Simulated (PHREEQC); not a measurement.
0.014 g of hydrous ferric oxide (600 m²/g; 0.2 weak and 0.005 strong sites per Fe, Dzombak-Morel constants, diffuse double layer) in 1 kg of water with 0.05 mol/kgw of an inert sodium salt and 6.6e-06 mol CaCl2, at 25 °C; the pH is set by adding NaOH or the inert anion's acid. Oxygen is held at 0.21 atm. The system is closed to CO2. No solid was allowed to form.

Base run: PHREEQC, ion-association model, wateq4f.dat. Each further column changes one thing. The table gives surface charge σ (C/m²).

```
pH       base  background salt from 0.05 to 0.005 mol/kgw  oxide from 0.014 to 0.07 g/kgw  8.7e-06 mol/kgw CuCl2 added
-----  ------  ------------------------------------------  ------------------------------  ---------------------------
4       0.294                                       0.182                           0.294                        0.294
5.33    0.146                                       0.069                           0.146                        0.149
6       0.089                                       0.038                           0.089                        0.101
6.67    0.049                                       0.019                           0.049                        0.072
8       0.003                                       0.001                           0.003                        0.018
9.33   -0.032                                      -0.011                          -0.035                       -0.018
10     -0.053                                      -0.019                          -0.067                       -0.037
10.67  -0.084                                      -0.037                          -0.115                       -0.064
12     -0.179                                      -0.142                          -0.260                       -0.168
```

 The database's constant for dissolved Cu(OH)2 is higher than later reviews accept.
